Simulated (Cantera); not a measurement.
# Thermodynamics of silicon oxide and oxynitride deposition, feed HMDSO + N2O + H2 + CO2

Feed: 1 mol HMDSO, 3.1 mol N2O, 0.81 mol H2, 1.8 mol CO2, at 0.460 bar.

Equilibrium computed with Cantera from the NASA thermochemical tables; the gas is ideal and each condensed phase is pure. Candidate condensed phases: C, C6H6, C7H8, C8H18, H2O, Si, SiC, SiO2, Si2N2O, Si3N4; 151 gas species. The feed counts by its element totals alone. The tables hold silica as quartz up to 1696 K and as liquid above; real silica turns to tridymite and cristobalite and melts near 1996 K. Equilibrium is a limit: real reactors are often held back by kinetics, nucleation or transport.

```
T (K)   x H2   x CO   x N2     x H2O     x CH4     x CO2  n C(graphite)  n SiO2(β-quartz)  n Si2N2O(s)
-----  -----  -----  -----  --------  --------  --------  -------------  ----------------  -----------
975    0.562  0.180  0.198    0.0279    0.0182    0.0143           4.48              2.00            0
1050   0.577  0.209  0.191    0.0101   0.00876   0.00431           4.19              2.00            0
1125   0.583  0.219  0.188   0.00377   0.00452   0.00128           4.11              2.00            0
1200   0.587  0.221  0.187   0.00155   0.00250  0.000426           4.09              2.00            0
1275   0.588  0.222  0.187  0.000701   0.00148  0.000159           4.09              2.00            0
1350   0.589  0.223  0.187  0.000346  0.000920   6.64e-5           4.09              2.00            0
1425   0.590  0.223  0.187  0.000183  0.000602   3.05e-5           4.09              2.00            0
1500   0.526  0.360  0.113  0.000150  0.000328   3.96e-5           1.09                 0        1.000
1575   0.526  0.360  0.113   8.95e-5  0.000232   2.11e-5           1.09                 0        0.999
1650   0.526  0.360  0.113   5.60e-5  0.000169   1.19e-5           1.09                 0        0.998
1725   0.526  0.359  0.113   3.65e-5  0.000127   7.09e-6           1.09                 0        0.991
```
x: gas mole fraction; n: condensed amount in mol.

From 975 K to 1425 K the condensed part is C(graphite) + SiO2(β-quartz). From 1500 K to 1725 K the condensed part is C(graphite) + Si2N2O(s).
